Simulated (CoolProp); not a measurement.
R11 along the isotherm -13.15 °C: Z from the reference equation and from simpler models built on Tc = 198.0 °C, pc = 44.08 bar, ω = 0.189; each cubic takes its own stable root.

The numbers come from the reference Helmholtz-energy equation of state, Jacobsen 1992 in CoolProp.

```json
[
 {"p (bar)": "0.0697", "phase": "gas", "reference": "0.9959", "van der Waals": "0.9982", "Redlich-Kwong": "0.9973", "Soave-Redlich-Kwong": "0.9971"},
 {"p (bar)": "0.118", "phase": "gas", "reference": "0.9931", "van der Waals": "0.9969", "Redlich-Kwong": "0.9953", "Soave-Redlich-Kwong": "0.9950"},
 {"p (bar)": "0.198", "phase": "gas", "reference": "0.9883", "van der Waals": "0.9948", "Redlich-Kwong": "0.9922", "Soave-Redlich-Kwong": "0.9916"},
 {"p (bar)": "0.335", "phase": "liquid", "reference": "0.001362", "van der Waals": "0.9911", "Redlich-Kwong": "0.9867", "Soave-Redlich-Kwong": "0.001441"},
 {"p (bar)": "0.565", "phase": "liquid", "reference": "0.002296", "van der Waals": "0.9849", "Redlich-Kwong": "0.002469", "Soave-Redlich-Kwong": "0.002430"},
 {"p (bar)": "0.954", "phase": "liquid", "reference": "0.003877", "van der Waals": "0.9743", "Redlich-Kwong": "0.004169", "Soave-Redlich-Kwong": "0.004103"},
 {"p (bar)": "1.61", "phase": "liquid", "reference": "0.006542", "van der Waals": "0.9558", "Redlich-Kwong": "0.007034", "Soave-Redlich-Kwong": "0.006924"},
 {"p (bar)": "2.72", "phase": "liquid", "reference": "0.01105", "van der Waals": "0.01758", "Redlich-Kwong": "0.01188", "Soave-Redlich-Kwong": "0.01170"},
 {"p (bar)": "4.59", "phase": "liquid", "reference": "0.01864", "van der Waals": "0.02964", "Redlich-Kwong": "0.02004", "Soave-Redlich-Kwong": "0.01973"},
 {"p (bar)": "7.74", "phase": "liquid", "reference": "0.03143", "van der Waals": "0.04991", "Redlich-Kwong": "0.03377", "Soave-Redlich-Kwong": "0.03325"},
 {"p (bar)": "13.1", "phase": "liquid", "reference": "0.05316", "van der Waals": "0.08428", "Redlich-Kwong": "0.05710", "Soave-Redlich-Kwong": "0.05623"},
 {"p (bar)": "22", "phase": "liquid", "reference": "0.08918", "van der Waals": "0.1410", "Redlich-Kwong": "0.09572", "Soave-Redlich-Kwong": "0.09429"}
]
```

At some of these states van der Waals, Redlich-Kwong gives the other phase, because its saturation line lies elsewhere.
